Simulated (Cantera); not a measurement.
A perfectly stirred reactor is fed with CH4 : O2 : N2 = 1 : 4.55 : 17.1 (molar parts), equivalence ratio 0.44, at 33000 Pa; it is adiabatic with a 575 K inlet, and is followed from long to short residence time, starting on the burning branch (τ in s: 0.084, 0.039, 0.018, 0.0082, 0.0038, 0.0018, 0.00081, 0.00037, 0.00017, 8e-05, 3.7e-05, 1.7e-05).

Cantera simulation using GRI-Mech 3.0 (53 species, 325 reactions); the numbers are that mechanism's predictions, not measurements.

Problem. Predict: blow-out, bracketed by the residence times tried; x(CH4) at τ = 84.0 ms; x(O2) at τ = 84.0 ms; x(OH) at τ = 84.0 ms; x(CH3) at τ = 84.0 ms; x(CH4) at τ = 0.810 ms; x(O2) at τ = 0.810 ms; x(C2H2) at τ = 0.810 ms; x(OH) at τ = 0.810 ms; x(CH3) at τ = 0.810 ms.

Solution. 
```
Property                                                                        Result
------------------------------------------------  ------------------------------------
blow-out, bracketed by the residence times tried  burning at 0.810 ms, out at 0.370 ms
x(CH4) at τ = 84.0 ms                                                          2.64e-5
x(O2) at τ = 84.0 ms                                                             0.112
x(OH) at τ = 84.0 ms                                                           0.00126
x(CH3) at τ = 84.0 ms                                                          3.24e-6
x(CH4) at τ = 0.810 ms                                                         0.00121
x(O2) at τ = 0.810 ms                                                            0.121
x(C2H2) at τ = 0.810 ms                                                        1.37e-8
x(OH) at τ = 0.810 ms                                                          0.00223
x(CH3) at τ = 0.810 ms                                                         7.30e-5
```
